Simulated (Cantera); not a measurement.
Input (Python, Cantera):

```python
import numpy as np
import cantera as ct

gas = ct.Solution("h2o2.yaml")
gas.TPX = 373, 100000, {'H2': 1, 'O2': 0.625, 'N2': 2.35}
flame = ct.FreeFlame(gas, width=0.04)
flame.set_refine_criteria(ratio=3, slope=0.08, curve=0.16)
flame.transport_model = "mixture-averaged"
flame.solve(loglevel=0, auto=True)
z, T = flame.grid, flame.T
thick = (T[-1] - T[0]) / np.gradient(T, z).max()
show = ['H2', 'O2', 'H2O', 'H2O2', 'HO2', 'H']
print(f"laminar burning velocity  {flame.velocity[0] * 100:.3f} cm/s")
print(f"burnt temperature         {T[-1]:.1f} K")
print(f"thermal thickness         {thick * 1e3:.4f} mm")
print(f"grid points               {len(z)}")
z0 = z[flame.heat_release_rate.argmax()]
print(f"{'z/mm':>9s}{'T/K':>9s}{'u/(m/s)':>9s}" + "".join(f"{s:>11s}" for s in show))
rows = []
for k in (-3, -2, -1.5, -1, -0.5, -0.25, 0, 0.25, 0.5, 1, 2, 4, 8):
    zz = z0 + k * thick
    rows.append([k * thick, np.interp(zz, z, T), np.interp(zz, z, flame.velocity),
                 *(np.interp(zz, z, flame.X[gas.species_index(s)]) for s in show)])
    print(f"{rows[-1][0] * 1e3:9.3f}{rows[-1][1]:9.1f}{rows[-1][2]:9.3f}" + "".join(f"{x:11.3e}" for x in rows[-1][3:]))
```

Output:

```
laminar burning velocity  244.651 cm/s
burnt temperature         2207.7 K
thermal thickness         0.3671 mm
grid points               112
     z/mm      T/K  u/(m/s)         H2         O2        H2O       H2O2        HO2          H
   -1.101    373.0    2.447  2.516e-01  1.572e-01  1.172e-10  6.333e-13  6.285e-12  5.235e-16
   -0.734    373.0    2.446  2.515e-01  1.572e-01  8.750e-09  5.973e-11  5.648e-10  2.699e-14
   -0.551    373.0    2.446  2.514e-01  1.573e-01  1.335e-07  1.072e-09  9.954e-09  3.947e-13
   -0.367    373.3    2.445  2.504e-01  1.575e-01  3.318e-06  3.235e-08  2.951e-07  3.448e-11
   -0.184    396.4    2.557  2.373e-01  1.598e-01  8.229e-04  1.146e-05  1.013e-04  2.110e-06
   -0.092    652.9    4.065  1.951e-01  1.562e-01  2.298e-02  7.722e-05  3.499e-04  1.644e-03
    0.000   1096.0    6.620  1.207e-01  1.265e-01  9.473e-02  1.624e-05  1.324e-04  1.417e-02
    0.092   1415.9    8.468  5.482e-02  7.953e-02  1.779e-01  4.969e-06  6.565e-05  2.667e-02
    0.184   1590.1    9.467  2.967e-02  5.641e-02  2.156e-01  2.732e-06  3.972e-05  2.697e-02
    0.367   1761.2   10.407  2.149e-02  4.709e-02  2.336e-01  1.306e-06  2.546e-05  1.929e-02
    0.734   1914.4   11.212  1.705e-02  4.317e-02  2.462e-01  6.770e-07  1.640e-05  1.108e-02
    1.468   2040.8   11.854  1.166e-02  4.025e-02  2.585e-01  4.064e-07  9.672e-06  5.245e-03
    2.937   2129.6   12.292  6.718e-03  3.847e-02  2.686e-01  2.731e-07  5.490e-06  2.035e-03
```

Computed with Cantera and the H2/O2 subset of GRI-Mech 3.0, which has no nitrogen chemistry. Burning velocities carry a grid error of a few per cent, more on coarse grids.
